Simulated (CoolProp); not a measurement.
A simple Rankine cycle with R124: condensing at 311.15 K, boiler at 3.04 MPa, turbine inlet 391 K, turbine efficiency 0.6, pump efficiency 0.6, no recuperator. Each further row changes one setting.

Values from CoolProp's reference Helmholtz-energy equation of state, de Vries 1995.

```tsv
case	thermal efficiency (%)	net work (kJ/kg)	heat in (kJ/kg)	turbine exit temperature (K)	volume ratio over the turbine
as stated	7.6	12.9	168	?	?
turbine inlet 411 K	8.0	15.7	196	360.4	6.41
condensing temperature 303.15 K	8.5	?	?	326.0	?
boiler pressure 2.13 MPa	6.9	12.9	?	353.7	4.23
turbine efficiency 0.5	6.1	?	168	334.1	?
```

Task: Complete the blanks.

Result: 
- as stated, turbine exit temperature (K): 330.9
- as stated, volume ratio over the turbine: 7.33
- condensing temperature 303.15 K, net work (kJ/kg): 15.1
- condensing temperature 303.15 K, heat in (kJ/kg): 178
- condensing temperature 303.15 K, volume ratio over the turbine: 9.29
- boiler pressure 2.13 MPa, heat in (kJ/kg): 188
- turbine efficiency 0.5, net work (kJ/kg): 10.2
- turbine efficiency 0.5, volume ratio over the turbine: 7.43
